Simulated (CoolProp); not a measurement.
Model: reference Helmholtz-energy equation of state, Platzer 1990, in CoolProp. This equation is an older, rougher fit.

### Question
For CF4 (R14), give the phase and the cp (kJ/(kg K)), cv (kJ/(kg K)), speed of sound (m/s), viscosity (µPa s) at -4.75 °C and 0.65 MPa; 53.65 °C and 0.65 MPa; 73.15 °C and 0.65 MPa.

### Answer
- -4.75 °C and 0.65 MPa: gas; cp 0.668, cv 0.557, speed of sound 168, viscosity 16.1
- 53.65 °C and 0.65 MPa: gas; cp 0.747, cv 0.642, speed of sound 186, viscosity 18.9
- 73.15 °C and 0.65 MPa: gas; cp 0.771, cv 0.668, speed of sound 192, viscosity 19.8

Viscosity comes from a separate model (Huber 2003), an estimate that may be off by 10 % or more.
